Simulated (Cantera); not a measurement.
An isothermal, constant-pressure homogeneous reactor starts with CH4 : N2 = 1 : 1.4 (molar parts), at 1775 K and 2.93 Torr. Integrator tolerance rtol = 1e-08.

Model: GRI-Mech 3.0 (53 species, 325 reactions), integrated in Cantera. GRI-Mech 3.0 stops at C3 and has no aromatics, soot or wall deposition, so with more carbon than oxygen in the feed, carbon stays in small species such as C2H2 where larger ones or solid carbon would form. Radical loss at walls, strong at low pressure, is not modelled.

**Question.** What does this change do: CH4 1 to 0.12 parts?

**Answer.** 
```
quantity                                            before                                     after
----------------  ----------------------------------------  ----------------------------------------
x(CH4) at 10.0 s  0.000234 (gas-phase equilibrium 2.40e-5)  0.000115 (gas-phase equilibrium 9.56e-7)
x(CH3) at 10.0 s   3.27e-5 (gas-phase equilibrium 3.41e-6)   2.22e-5 (gas-phase equilibrium 2.73e-7)
x(C2H) at 10.0 s   7.99e-6 (gas-phase equilibrium 5.09e-6)   2.74e-6 (gas-phase equilibrium 1.06e-6)
x(CH2) at 10.0 s   2.48e-7 (gas-phase equilibrium 2.65e-8)   2.31e-7 (gas-phase equilibrium 4.26e-9)
x(HCN) at 10.0 s     2.50e-5 (gas-phase equilibrium 0.110)    4.53e-5 (gas-phase equilibrium 0.0539)
```
